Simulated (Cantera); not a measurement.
Input: 1 mol SiH₂Cl₂, 11 mol H₂, equilibrated at 900 °C and 248 Torr.

These are equilibrium values from Cantera (NASA tables, ideal gas, pure condensed phases), not measurements of a reactor. Candidate condensed phases: Si; 19 gas species. The tables' values for SiCl₃ are old estimates; treat these amounts as uncertain. Rates play no part.

Base state: H₂ 0.929, HCl 0.0351, SiCl₄ 0.0186, SiHCl₃ 0.0115, SiCl₂ 0.00302, SiCl₃ 0.00239, SiH₂Cl₂ 0.000904, SiH₃Cl 1.94e-5 (mole fractions); condensed: Si(s).

Task: What changes in the equilibrium state with this change: H₂ from 11 to 290 mol?

Result: 
| species | before | after |
|---|---|---|
| H₂ | 0.929 | 0.993 |
| HCl | 0.0351 | 0.00631 |
| SiCl₂ | 0.00302 | 9.13e-5 |
| SiCl₄ | 0.0186 | 1.70e-5 |
| SiHCl₃ | 0.0115 | 6.23e-5 |
| SiCl₃ | 0.00239 | 1.25e-5 |
| SiH₂Cl₂ | 0.000904 | 2.92e-5 |
| SiH₃Cl | 1.94e-5 | 3.72e-6 |
| Si(s), mol | 0.542 | 0.937 |
